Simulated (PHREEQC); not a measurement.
0.5 mol of Fluorite (CaF2) is brought to equilibrium with 1 kg of water, with rising amounts of NH3, at 25 °C. Oxygen is held at 0.21 atm. CO2 from the air is kept out. Only these solids could form: Fluorite.

Computed with PHREEQC (ion-association model, phreeqc.dat).

```tsv
NH3 added (mol)	pH	dissolved Ca (mol/kgw)	dissolved F (mol/kgw)
0	7.09	0.000195	0.000390
0.00208	10.26	0.000197	0.000393
0.00417	10.41	0.000197	0.000395
0.00625	10.51	0.000198	0.000396
0.00833	10.57	0.000198	0.000397
0.0104	10.62	0.000199	0.000397
0.0125	10.66	0.000199	0.000398
0.0146	10.69	0.000199	0.000399
0.0167	10.72	0.000200	0.000399
0.0187	10.75	0.000200	0.000400
0.0208	10.77	0.000200	0.000400
0.0229	10.79	0.000200	0.000401
0.025	10.81	0.000200	0.000401
```
